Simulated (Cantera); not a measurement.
NO annealing gas

An isothermal, constant-pressure homogeneous reactor starts with 59.5 % NO, 40.5 % N2, at 1823 K and 0.355 atm.

Model: GRI-Mech 3.0 (53 species, 325 reactions), integrated in Cantera.

```json
[
 {"t (s)": "3.00e-5", "x NO": "0.595", "x O2": "1.91e-9", "x O": "9.56e-7", "x N2O": "1.08e-6", "x NO2": "1.33e-7"},
 {"t (s)": "6.83e-5", "x NO": "0.595", "x O2": "9.14e-9", "x O": "1.88e-6", "x N2O": "2.45e-6", "x NO2": "6.12e-7"},
 {"t (s)": "0.000155", "x NO": "0.595", "x O2": "4.18e-8", "x O": "3.22e-6", "x N2O": "5.52e-6", "x NO2": "2.50e-6"},
 {"t (s)": "0.000354", "x NO": "0.595", "x O2": "1.90e-7", "x O": "4.79e-6", "x N2O": "1.23e-5", "x NO2": "8.44e-6"},
 {"t (s)": "0.000805", "x NO": "0.595", "x O2": "9.85e-7", "x O": "7.18e-6", "x N2O": "2.64e-5", "x NO2": "2.36e-5"},
 {"t (s)": "0.00183", "x NO": "0.595", "x O2": "6.46e-6", "x O": "1.20e-5", "x N2O": "5.34e-5", "x NO2": "5.75e-5"},
 {"t (s)": "0.00417", "x NO": "0.595", "x O2": "4.46e-5", "x O": "1.91e-5", "x N2O": "9.43e-5", "x NO2": "0.000111"},
 {"t (s)": "0.00949", "x NO": "0.594", "x O2": "0.000212", "x O": "2.34e-5", "x N2O": "0.000132", "x NO2": "0.000144"},
 {"t (s)": "0.0216", "x NO": "0.594", "x O2": "0.000669", "x O": "2.48e-5", "x N2O": "0.000144", "x NO2": "0.000154"},
 {"t (s)": "0.0491", "x NO": "0.591", "x O2": "0.00173", "x O": "2.63e-5", "x N2O": "0.000144", "x NO2": "0.000163"},
 {"t (s)": "0.112", "x NO": "0.587", "x O2": "0.00413", "x O": "2.91e-5", "x N2O": "0.000141", "x NO2": "0.000183"},
 {"t (s)": "0.255", "x NO": "0.576", "x O2": "0.00952", "x O": "3.46e-5", "x N2O": "0.000135", "x NO2": "0.000220"},
 {"t (s)": "0.579", "x NO": "0.552", "x O2": "0.0214", "x O": "4.43e-5", "x N2O": "0.000123", "x NO2": "0.000278"},
 {"t (s)": "1.32", "x NO": "0.502", "x O2": "0.0461", "x O": "5.94e-5", "x N2O": "9.99e-5", "x NO2": "0.000349"},
 {"t (s)": "3.00", "x NO": "0.411", "x O2": "0.0918", "x O": "7.99e-5", "x N2O": "6.54e-5", "x NO2": "0.000393"}
]
```
x: mole fraction; the columns are a selection and need not sum to one.

Equilibrium at this temperature and pressure: NO 0.00504, O2 0.295, O 0.000137, N2O 1.63e-7, NO2 8.55e-6 (gas phase only).
